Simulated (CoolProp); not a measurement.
Carbonyl sulfide along the isotherm 214.8 K: Z from the reference equation and from simpler models built on Tc = 378.8 K, pc = 6.369 MPa, ω = 0.098; each cubic takes its own stable root.

Computed with CoolProp (reference Helmholtz-energy equation of state, Lemmon 2006). It is a short technical equation, of lower accuracy than the large ones.

```
p (MPa)   phase  reference
-------  ------  ---------
0.158    liquid   0.004460
0.325    liquid   0.009171
0.667    liquid    0.01881
1.37     liquid    0.03861
2.81     liquid    0.07906
5.77     liquid     0.1618
11.9     liquid     0.3315
24.3     liquid     0.6686
50       liquid      1.346
```

Task: How far does each simpler model (Redlich-Kwong, Soave-Redlich-Kwong, Peng-Robinson) lie from the reference over these 9 states: mean and median of the absolute difference, and the worst?

Result: 
- Redlich-Kwong: mean 5.2 %, median 5.3 %, worst +5.4 % at 214.8 K and 0.158 MPa
- Soave-Redlich-Kwong: mean 5.0 %, median 5.1 %, worst +5.2 % at 214.8 K and 0.158 MPa
- Peng-Robinson: mean 6.7 %, median 6.7 %, worst -6.8 % at 214.8 K and 11.9 MPa
